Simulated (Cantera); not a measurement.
Input: 1 mol PbO, 0.68 mol C, 0.36 mol H₂, held at 0.133 bar.

Method: chemical equilibrium by Gibbs-energy minimisation in Cantera with the NASA 1993 tables (ideal gas, pure condensed phases). Candidate condensed phases: C, C₆H₆, C₇H₈, C₈H₁₈, H₂O, Pb, PbO, PbO₂, Pb₃O₄; 113 gas species. Gases not in the tables: (PbO)n polymers. Equilibrium is a limit: real reactors are often held back by kinetics, nucleation or transport.

log p: log10 of the partial pressure in bar; nothing condenses.

```tsv
T (K)	log p Pb	log p CO	log p H₂O	log p H₂	log p CO₂	log p H	log p PbO
1925	-1.19	-1.45	-1.92	-1.94	-2.06	-3.99	-3.64
1975	-1.19	-1.44	-1.92	-1.95	-2.07	-3.84	-3.54
2025	-1.19	-1.44	-1.91	-1.95	-2.08	-3.69	-3.46
2075	-1.19	-1.44	-1.91	-1.95	-2.09	(withheld)	(withheld)
2125	-1.19	-1.44	-1.91	-1.96	-2.09	-3.42	-3.30
2175	-1.19	-1.44	-1.91	-1.96	-2.10	-3.29	-3.22
2225	-1.19	-1.44	-1.91	-1.97	-2.11	(withheld)	(withheld)
2275	-1.19	-1.44	-1.91	-1.97	-2.12	-3.06	-3.09
2325	-1.19	-1.43	-1.91	-1.98	-2.13	-2.95	-3.03
2375	-1.19	-1.43	-1.92	-1.98	-2.14	-2.84	-2.97
2425	-1.20	-1.43	-1.92	-1.99	-2.15	-2.74	-2.92
2475	-1.20	-1.43	-1.93	-1.99	-2.16	-2.64	-2.87
2525	-1.20	-1.43	-1.94	-2.00	-2.17	-2.55	-2.83
2575	-1.20	-1.43	-1.95	-2.01	-2.18	-2.46	-2.79
```

Problem. Complete the blanks.

Solution. 
- 2225, log p H: -3.17
- 2225, log p PbO: -3.15
- 2075, log p H: -3.55
- 2075, log p PbO: -3.37
